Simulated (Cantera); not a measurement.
# Reactions in the system Ba-F-H-O

Cantera with NASA thermochemical tables; ideal gases at 1 bar, condensed phases pure. Values are per mole of reaction as written; species without (g) are pure solids or liquids, kept so even where they would boil at 1 bar.

2 HF(g) + Ba(OH)2 → 2 H2(g) + BaF2 + O2(g)

| T (K) | ΔH° (kJ) | ΔS° (J/K) | ΔG° (kJ) | log10 K | condensed phases |
|---|---|---|---|---|---|
| 300 | 282.9 | 108.1 | 250.5 | -43.61 | Ba(OH)2(s), BaF2(s) |
| 698 | 262.9 | 77.4 | 208.9 | -15.63 | Ba(OH)2(l), BaF2(s) |
| 798 | 260.6 | 74.3 | 201.3 | -13.18 | Ba(OH)2(l), BaF2(s) |
| 898 | 258.7 | 72.0 | 194.0 | -11.29 | Ba(OH)2(l), BaF2(s) |
| 998 | 257.1 | 70.4 | 186.9 | -9.78 | Ba(OH)2(l), BaF2(s) |
| 1098 | 256.8 | 70.0 | 179.9 | -8.56 | Ba(OH)2(l), BaF2(s) |
| 1198 | 258.2 | 71.2 | 172.8 | -7.54 | Ba(OH)2(l), BaF2(s) |
| 1298 | 260.6 | 73.2 | 165.6 | -6.66 | Ba(OH)2(l), BaF2(s) |
| 1398 | 263.1 | 75.0 | 158.2 | -5.91 | Ba(OH)2(l), BaF2(s) |
